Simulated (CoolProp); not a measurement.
Vapour-liquid equilibrium of R22 (1) + c-C4F8 (RC318) (2) at 23.05 °C; x and y are mole fractions of (1).

The numbers come from the multi-fluid Helmholtz-energy mixture model, Kamei 1995 and Platzer 1990; pair parameters Bell 2016 in CoolProp. This equation is an older, rougher fit; its heat capacities, sound speeds and derivatives of the liquid may be far off and weren't checked against measurements.

| x | bubble pressure, mixture model (MPa) | bubble pressure, Raoult's law (MPa) | y, mixture model | y, Raoult's law |
|---|---|---|---|---|
| 0.05 | 0.3157 | 0.3283 | 0.113 | 0.151 |
| 0.15 | 0.3916 | 0.3980 | 0.359 | 0.373 |
| 0.25 | 0.4982 | 0.4676 | 0.555 | 0.529 |
| 0.35 | 0.6128 | 0.5373 | 0.682 | 0.645 |
| 0.45 | 0.7154 | 0.6069 | 0.761 | 0.734 |
| 0.55 | 0.7965 | 0.6766 | 0.812 | 0.805 |
| 0.65 | 0.8574 | 0.7463 | 0.848 | 0.862 |
| 0.75 | 0.9046 | 0.8159 | 0.879 | 0.910 |
| 0.85 | 0.9444 | 0.8856 | 0.914 | 0.950 |
| 0.95 | 0.9782 | 0.9552 | 0.963 | 0.985 |

The largest gap from Raoult's law is +17.9 % in bubble pressure, at x = 0.45. No azeotrope shows between x = 0.05 and 0.95.

Pair parameters are fitted to limited data, so mixtures are less certain than the pure fluids. The gap from Raoult's law changes sign with composition, which may be real or a fault of the pair parameters; it wasn't checked against measurements.
